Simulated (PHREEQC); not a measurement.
# Silver or lead bath (model solution)

Make-up at 65 °C: 0.26 mmol/kgw PbCl2, 0.14 mmol/kgw KBr and 0.1 mmol/kgw Na2SiF6. Closed to the air; pH follows from the charge balance.

Model: ion-association model, wateq4f.dat, run in PHREEQC.

The pH comes out as 3.75 and the ionic strength comes out as 0.00128 mol/kgw. The total alkalinity is -0.400 meq/kg.

| species | molality | activity | log γ |
|---|---|---|---|
| Cl- | 0.000510 | 0.000488 | -0.019 |
| F- | 0.000384 | 0.000368 | -0.019 |
| Pb+2 | 0.000246 | 0.000206 | -0.075 |
| HF | 0.000214 | 0.000214 | 0.000 |
| Na+ | 0.000200 | 0.000191 | -0.019 |
| H+ | 0.000186 | 0.000179 | -0.018 |
| K+ | 0.000140 | 0.000134 | -0.019 |
| Br- | 0.000137 | 0.000131 | -0.019 |
| H4SiO4 | 0.000100 | 0.000100 | 0.000 |
| PbCl+ | 1.01e-5 | 9.62e-6 | -0.019 |
| PbBr+ | 2.96e-6 | 2.83e-6 | -0.019 |
| PbF+ | 1.41e-6 | 1.35e-6 | -0.019 |
| HF2- | 3.61e-7 | 3.45e-7 | -0.019 |
| NaF | 4.05e-8 | 4.06e-8 | 0.000 |
| H2F2 | 2.53e-8 | 2.53e-8 | 0.000 |
| PbOH+ | 2.35e-8 | 2.25e-8 | -0.019 |

Precipitation was switched off in this run. At this temperature some constants are extrapolated from 25 °C, and those without enthalpy data are left unchanged. SiF6-2 is the database's only silicon fluoride.
